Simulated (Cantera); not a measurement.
Input: 1 mol V, 12 mol N2O, held at 13.3 mbar.

Method: chemical equilibrium by Gibbs-energy minimisation in Cantera with the NASA 1993 tables (ideal gas, pure condensed phases). Candidate condensed phases: V, VN, VO, V2O3, V2O4, V2O5; 13 gas species. Condensed phases not in the tables: the oxides between V2O3 and V2O5 other than VO2. Rates play no part.

### Question
What share of the V ends up in condensed phases as a function of T (K), at 1598, 1698, 1798, 1898, 1998, 2098, 2198, 2298, 2398, 2498, 2598, 2698?

### Answer
| T (K) | V condensed (%) | as |
|---|---|---|
| 1598 | 99.9 | V2O4(s) |
| 1698 | 99.2 | V2O4(s) |
| 1798 | 95.6 | V2O4(s) |
| 1898 | 82.4 | V2O4(l) |
| 1998 | 40.4 | V2O4(l) |
| 2098 | 0.0 | - |
| 2198 | 0.0 | - |
| 2298 | 0.0 | - |
| 2398 | 0.0 | - |
| 2498 | 0.0 | - |
| 2598 | 0.0 | - |
| 2698 | 0.0 | - |
